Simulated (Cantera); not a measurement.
A closed system holds: 1 mol TEOS, 9.8 mol O₂, 0.63 mol H₂, 12 mol H₂O, held at 977 °C and 0.100 bar.

These are equilibrium values from Cantera (NASA tables, ideal gas, pure condensed phases), not measurements of a reactor. Candidate condensed phases: C, C₆H₆, C₇H₈, C₈H₁₈, H₂O, Si, SiC, SiO₂; 123 gas species. The feed counts by its element totals alone. The tables hold silica as quartz up to 1696 K and as liquid above; real silica turns to tridymite and cristobalite and melts near 1996 K. Gases not in the tables: Si(OH)₄. Kinetics and transport are ignored.

Problem. What is the equilibrium state?

Solution. x(H₂O): 0.630
x(CO₂): 0.206
x(H₂): 0.109
x(CO): 0.0555
n(SiO₂(β-quartz)): 1.00 mol
gas amount: 30.63 mol
log10 activity of C(graphite) (absent): -4.84
log10 activity of Si(s) (absent): -15.29
